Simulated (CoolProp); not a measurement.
Vapour-liquid equilibrium of cyclohexane (1) + n-nonane (2) at 0.659 MPa; x and y are mole fractions of (1).

Model: multi-fluid Helmholtz-energy mixture model, Zhou 2014 and Lemmon 2006; pair parameters Bell 2016, in CoolProp.

| x | bubble temperature, mixture model (°C) | bubble temperature, Raoult's law (°C) | y, mixture model | y, Raoult's law |
|---|---|---|---|---|
| 0.05 | 232.9 | 231.6 | 0.122 | 0.163 |
| 0.15 | 221.9 | 218.7 | 0.328 | 0.408 |
| 0.25 | 211.9 | 207.8 | 0.491 | 0.576 |
| 0.35 | 202.8 | 198.4 | 0.620 | 0.696 |
| 0.45 | 194.4 | 190.2 | 0.723 | 0.784 |
| 0.55 | 186.7 | 183.0 | 0.804 | 0.849 |
| 0.65 | 179.5 | 176.6 | 0.868 | 0.898 |
| 0.75 | 172.9 | 170.9 | 0.919 | 0.936 |
| 0.85 | 166.9 | 165.8 | 0.958 | 0.966 |
| 0.95 | 161.5 | 161.1 | 0.988 | 0.990 |

The largest gap from Raoult's law is +4.4 K in bubble temperature, at x = 0.35. No azeotrope shows between x = 0.05 and 0.95.

Pair parameters are fitted to limited data, so mixtures are less certain than the pure fluids.
